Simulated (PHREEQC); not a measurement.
Synthetic water in mg/L, 10 °C, pH 2.87, pe 10.9:

```
constituent   mg/L
-----------  -----
Na             9.6
K             3.96
Ca              55
Mg            24.1
Cl            59.7
S(6) as SO4    297
Cd           0.426
Zn            2.08
Li           0.126
Fe(3)         2.11
Br            3.06
```

Valence states are taken as typed.

All values are PHREEQC results (ion-association model, wateq4f.dat), not measurements.

Each row changes one thing in this solution. No solid was allowed to form.

```csv
case,ionic strength (mol/kgw),SO4-2 (mol/kgw),Ca+2 (mol/kgw),Mg+2 (mol/kgw),CaSO4 (mol/kgw),HSO4- (mol/kgw),SI of Gypsum (CaSO4:2H2O),SI of Jarosite-K (KFe3(SO4)2(OH)6)
as made,0.0111,0.00251,0.00115,0.000845,0.000219,0.000178,-1.30,-1.58
all concentrations times 4 at the same typed pH,0.0375,0.00899,0.00391,0.00290,0.00157,0.000524,-0.44,+0.40
Cl from 59.7 to 179 mg/L,0.0128,0.00253,0.00116,0.000851,0.000210,0.000176,-1.32,-1.60
```

Some of these states are supersaturated (in Hematite (slow to form), Goethite (slow to form), Jarosite-K, for instance). Away from 25 °C the constants follow the database's enthalpies or fits; those with neither stay at their 25 °C values.
